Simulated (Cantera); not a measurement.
Charge: 1 mol Fe2O3, 5.1 mol O2, 2.3 mol CO2, equilibrated at 0.460 bar.

These are equilibrium values from Cantera (NASA tables, ideal gas, pure condensed phases), not measurements of a reactor. Candidate condensed phases: C, Fe, Fe(CO)5, FeO, Fe2O3, Fe3O4; 15 gas species. Rates play no part.

Which condensed phases are stable at each of these points (T (K)): 898, 973, 1048, 1123, 1198, 1273, 1348, 1423, 1498, 1573, 1648, 1723, 1798?


```json
[
 {"T (K)": "898", "condensed phases": "Fe2O3(s)", "Fe condensed (%)": "100.0"},
 {"T (K)": "973", "condensed phases": "Fe2O3(s)", "Fe condensed (%)": "100.0"},
 {"T (K)": "1048", "condensed phases": "Fe2O3(s)", "Fe condensed (%)": "100.0"},
 {"T (K)": "1123", "condensed phases": "Fe2O3(s)", "Fe condensed (%)": "100.0"},
 {"T (K)": "1198", "condensed phases": "Fe2O3(s)", "Fe condensed (%)": "100.0"},
 {"T (K)": "1273", "condensed phases": "Fe2O3(s)", "Fe condensed (%)": "100.0"},
 {"T (K)": "1348", "condensed phases": "Fe2O3(s)", "Fe condensed (%)": "100.0"},
 {"T (K)": "1423", "condensed phases": "Fe2O3(s)", "Fe condensed (%)": "100.0"},
 {"T (K)": "1498", "condensed phases": "Fe2O3(s)", "Fe condensed (%)": "100.0"},
 {"T (K)": "1573", "condensed phases": "Fe2O3(s)", "Fe condensed (%)": "100.0"},
 {"T (K)": "1648", "condensed phases": "Fe2O3(s)", "Fe condensed (%)": "100.0"},
 {"T (K)": "1723", "condensed phases": "Fe3O4(s)", "Fe condensed (%)": "100.0"},
 {"T (K)": "1798", "condensed phases": "Fe3O4(s)", "Fe condensed (%)": "100.0"}
]
```

From 898 K to 1648 K the condensed part is Fe2O3(s). From 1723 K to 1798 K the condensed part is Fe3O4(s).
